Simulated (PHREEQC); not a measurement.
A solution holds 4.2 mmol/kgw HF, 1.6 mmol/kgw NaF, 0.098 mmol/kgw (NH4)2SiF6 and 120 mmol/kgw H2SO4, at 30 °C. Closed to the air; pH follows from the charge balance.

Computed with PHREEQC (ion-association model, phreeqc.dat).

| quantity | before | after |
|---|---|---|
| pH | 0.95 | 2.68 |
| ionic strength (mol/kgw) | 0.160 | 0.00324 |
| HF (mol/kgw) | 0.00607 | 4.87e-5 |
| NH4+ (mol/kgw) | 0.000182 | 1.94e-6 |
| H4SiO4 (mol/kgw) | 5.39e-5 | 9.80e-7 |
| F- (mol/kgw) | 4.77e-5 | 1.52e-5 |
| SI of Quartz (SiO2) | -0.34 | -2.10 |

Q: What was changed between the two runs?
(A) H2SO4 left out
(B) 0.019 mol/kgw NH3 added
(C) H2SO4 from 0.12 to 0.06 mol/kgw
(D) diluted 2-fold with water
(E) diluted 100-fold with water

A: E, diluted 100-fold with water

This is a speciation only: nothing precipitates in the calculation. SiF6-2 is the database's only silicon fluoride.
